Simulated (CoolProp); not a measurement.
Dry air along the isotherm 98.2 K: density (kg/m³) from the reference equation and from simpler models built on Tc = 132.5 K, pc = 3.786 MPa, ω = 0.034; each cubic takes its own stable root.

Values from CoolProp's reference Helmholtz-energy equation of state, Lemmon 2000. It is a pseudo-pure fit of the blend.

| p (MPa) | phase | reference |
|---|---|---|
| 0.12 | gas | 4.373 |
| 0.272 | gas | 10.29 |
| 1.41 | liquid | 782.6 |
| 3.21 | liquid | 790.5 |
| 7.31 | liquid | 806.2 |
| 16.6 | liquid | 834.5 |
| 37.9 | liquid | 881.0 |

Question: How far does each simpler model (van der Waals, Soave-Redlich-Kwong, Peng-Robinson) lie from the reference over these 7 states: mean and median of the absolute difference, and the worst?

Answer: 
- van der Waals: mean 19.9 %, median 25.8 %, worst -29.7 % at 98.2 K and 1.41 MPa
- Soave-Redlich-Kwong: mean 1.6 %, median 1.2 %, worst +3.6 % at 98.2 K and 37.9 MPa
- Peng-Robinson: mean 10.7 %, median 14.4 %, worst +15.8 % at 98.2 K and 37.9 MPa
